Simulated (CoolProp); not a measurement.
Fluoroethane (R161) at several states: fugacity coefficient from the reference equation and from simpler models built on Tc = 102.1 °C, pc = 50.10 bar, ω = 0.216; each cubic takes its own stable root.

The numbers come from the reference Helmholtz-energy equation of state, Wu 2012 in CoolProp.

```csv
T (°C),p (bar),phase,reference,van der Waals,Redlich-Kwong,Soave-Redlich-Kwong,Peng-Robinson
125.95,50,gas,0.7279,0.7461,0.7292,[?],0.7132
92.45,47,liquid,[?],0.6873,0.6444,0.6353,0.6138
-121.35,0.411,liquid,0.003856,0.6844,0.008476,[?],0.004400
174.25,0.253,gas,0.9990,0.9990,0.9990,0.9991,0.9989
-84.35,2.08,liquid,0.03029,0.6720,0.05944,0.02918,0.03127
-70.55,26.2,liquid,0.006876,0.09512,[?],[?],0.007018
```

Some entries are withheld; supply them.


- 125.95, Soave-Redlich-Kwong: 0.7372
- 92.45, reference: 0.6176
- -121.35, Soave-Redlich-Kwong: 0.003705
- -70.55, Redlich-Kwong: 0.01288
- -70.55, Soave-Redlich-Kwong: 0.006769
